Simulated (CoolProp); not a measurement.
Propylene glycol at several states: density (kg/m³) from the reference equation and from simpler models built on Tc = 400.8 °C, pc = 7.292 MPa, ω = 0.327; each cubic takes its own stable root.

Model: reference Helmholtz-energy equation of state, Eisenbach 2021, in CoolProp.

| T (°C) | p (MPa) | phase | reference | Redlich-Kwong | Soave-Redlich-Kwong | Peng-Robinson |
|---|---|---|---|---|---|---|
| 23.55 | 0.037 | liquid | 1034 | 997.7 | 1020 | 1145 |
| 24.35 | 6.76 | liquid | 1036 | 1001 | 1023 | 1147 |
| 189.05 | 14.2 | liquid | 906.0 | 861.4 | 895.7 | 1010 |
| 10.45 | 0.576 | liquid | 1044 | 1008 | 1029 | 1154 |
